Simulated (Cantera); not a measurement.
Input: 1 mol Si₃N₄, 14 mol H₂, equilibrated at 1373.15 K and 1.70e-5 bar.

These are equilibrium values from Cantera (NASA tables, ideal gas, pure condensed phases), not measurements of a reactor. Candidate condensed phases: Si, Si₃N₄; 18 gas species. The numbers say what is thermodynamically allowed, not how fast it happens.

Base state: H₂ 0.874, N₂ 0.125, H 0.000757, Si 2.29e-5 (mole fractions); condensed: Si(s).

Q: What changes in the equilibrium state with this change: pressure from 1.70e-5 bar to 0.0100 bar?

A: 
```
species          before     after
-------------  --------  --------
H₂                0.874     1.000
N₂                0.125  0.000308
H              0.000757   3.34e-5
Si              2.29e-5   3.90e-8
Si(s), mol         3.00   0.00647
Si₃N₄(s), mol         0     0.998
```
Mutual solubility and eutectic melting of coexisting phases are not modelled.
